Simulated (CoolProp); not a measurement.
Aqueous potassium carbonate as a coolant, 38 % by mass, freezing at -32.8 °C, 1 atm.

Model: Melinder's fits for secondary coolants, in CoolProp.

```json
[
 {"T (°C)": "-31.2", "cp (kJ/(kg K))": "2.666", "Prandtl number": "159", "conductivity (W/(m K))": "0.476", "viscosity (mPa s)": "28.4"},
 {"T (°C)": "-25.2", "cp (kJ/(kg K))": "2.676", "Prandtl number": "111", "conductivity (W/(m K))": "0.486", "viscosity (mPa s)": "20.2"},
 {"T (°C)": "-19.3", "cp (kJ/(kg K))": "2.686", "Prandtl number": "81.3", "conductivity (W/(m K))": "0.496", "viscosity (mPa s)": "15.0"},
 {"T (°C)": "-13.4", "cp (kJ/(kg K))": "2.696", "Prandtl number": "61.1", "conductivity (W/(m K))": "0.505", "viscosity (mPa s)": "11.5"},
 {"T (°C)": "-7.4", "cp (kJ/(kg K))": "2.706", "Prandtl number": "47.1", "conductivity (W/(m K))": "[?]", "viscosity (mPa s)": "8.96"},
 {"T (°C)": "-1.5", "cp (kJ/(kg K))": "2.717", "Prandtl number": "37.4", "conductivity (W/(m K))": "0.524", "viscosity (mPa s)": "7.21"},
 {"T (°C)": "4.4", "cp (kJ/(kg K))": "[?]", "Prandtl number": "30.3", "conductivity (W/(m K))": "0.534", "viscosity (mPa s)": "5.94"},
 {"T (°C)": "10.4", "cp (kJ/(kg K))": "2.738", "Prandtl number": "25.0", "conductivity (W/(m K))": "[?]", "viscosity (mPa s)": "[?]"},
 {"T (°C)": "16.3", "cp (kJ/(kg K))": "2.749", "Prandtl number": "21.1", "conductivity (W/(m K))": "0.553", "viscosity (mPa s)": "4.24"},
 {"T (°C)": "22.3", "cp (kJ/(kg K))": "2.760", "Prandtl number": "18.0", "conductivity (W/(m K))": "[?]", "viscosity (mPa s)": "3.66"},
 {"T (°C)": "28.2", "cp (kJ/(kg K))": "2.771", "Prandtl number": "15.5", "conductivity (W/(m K))": "0.572", "viscosity (mPa s)": "[?]"},
 {"T (°C)": "34.1", "cp (kJ/(kg K))": "[?]", "Prandtl number": "13.5", "conductivity (W/(m K))": "0.581", "viscosity (mPa s)": "2.83"}
]
```

Task: What belongs in the gaps?

Result: 
- -7.4, conductivity (W/(m K)): 0.515
- 4.4, cp (kJ/(kg K)): 2.727
- 10.4, conductivity (W/(m K)): 0.543
- 10.4, viscosity (mPa s): 4.97
- 22.3, conductivity (W/(m K)): 0.562
- 28.2, viscosity (mPa s): 3.20
- 34.1, cp (kJ/(kg K)): 2.782
